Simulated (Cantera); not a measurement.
An adiabatic, constant-pressure homogeneous reactor starts with CO : H2 : O2 : N2 = 1 : 0.49 : 0.677 : 2.55 (molar parts), equivalence ratio 1.1, at 1298 K and 1.01 bar. Integrator tolerance rtol = 1e-08.

Detailed kinetics in Cantera: GRI-Mech 3.0 (53 species, 325 reactions).

**Question.** What does this change do: H2 0.49 to 0.78 parts?

**Answer.** 
| quantity | before | after |
|---|---|---|
| time of steepest temperature rise | 38.0 µs | 34.5 µs |
| temperature at 9.00 s | 2730 K | 2760 K |
| equilibrium temperature | 2730 K | 2760 K |
| x(CO) at 9.00 s | 0.0964 (gas-phase equilibrium 0.0964) | 0.116 (gas-phase equilibrium 0.116) |
| x(H2) at 9.00 s | 0.00965 (gas-phase equilibrium 0.00965) | 0.0220 (gas-phase equilibrium 0.0220) |
| x(O2) at 9.00 s | 0.0261 (gas-phase equilibrium 0.0261) | 0.0136 (gas-phase equilibrium 0.0136) |
| x(NO) at 9.00 s | 0.0102 (gas-phase equilibrium 0.0102) | 0.00750 (gas-phase equilibrium 0.00750) |
| x(HO2) at 9.00 s | 5.05e-6 (gas-phase equilibrium 5.05e-6) | 3.97e-6 (gas-phase equilibrium 3.97e-6) |

**Question.** What does this change do: pressure from 1.01 bar to 7.60 bar?

**Answer.** 
```
quantity                                                            before                                    after
---------------------------------  ---------------------------------------  ---------------------------------------
time of steepest temperature rise                                  38.0 µs                                  7.32 µs
temperature at 9.00 s                                               2730 K                                   2880 K
equilibrium temperature                                             2730 K                                   2880 K
x(CO) at 9.00 s                      0.0964 (gas-phase equilibrium 0.0964)    0.0841 (gas-phase equilibrium 0.0841)
x(H2) at 9.00 s                    0.00965 (gas-phase equilibrium 0.00965)  0.00768 (gas-phase equilibrium 0.00768)
x(O2) at 9.00 s                      0.0261 (gas-phase equilibrium 0.0261)    0.0197 (gas-phase equilibrium 0.0197)
x(NO) at 9.00 s                      0.0102 (gas-phase equilibrium 0.0102)    0.0110 (gas-phase equilibrium 0.0110)
x(HO2) at 9.00 s                   5.05e-6 (gas-phase equilibrium 5.05e-6)  9.53e-6 (gas-phase equilibrium 9.53e-6)
```
The hydrogen kinetics of GRI-Mech 3.0 are dated; newer H2 mechanisms differ, most at raised pressure.

**Question.** What does this change do: pressure from 1.01 bar to 22.0 bar?

**Answer.** 
```
quantity                                                            before                                    after
---------------------------------  ---------------------------------------  ---------------------------------------
time of steepest temperature rise                                  38.0 µs                                  8.89 µs
temperature at 9.00 s                                               2730 K                                   2956 K
equilibrium temperature                                             2730 K                                   2956 K
x(CO) at 9.00 s                      0.0964 (gas-phase equilibrium 0.0964)    0.0770 (gas-phase equilibrium 0.0770)
x(H2) at 9.00 s                    0.00965 (gas-phase equilibrium 0.00965)  0.00671 (gas-phase equilibrium 0.00671)
x(O2) at 9.00 s                      0.0261 (gas-phase equilibrium 0.0261)    0.0163 (gas-phase equilibrium 0.0163)
x(NO) at 9.00 s                      0.0102 (gas-phase equilibrium 0.0102)    0.0111 (gas-phase equilibrium 0.0111)
x(HO2) at 9.00 s                   5.05e-6 (gas-phase equilibrium 5.05e-6)  1.26e-5 (gas-phase equilibrium 1.26e-5)
```
The hydrogen kinetics of GRI-Mech 3.0 are dated; newer H2 mechanisms differ, most at raised pressure. The pressure lies above the range GRI-Mech 3.0 was tuned for (to about 10 atm).
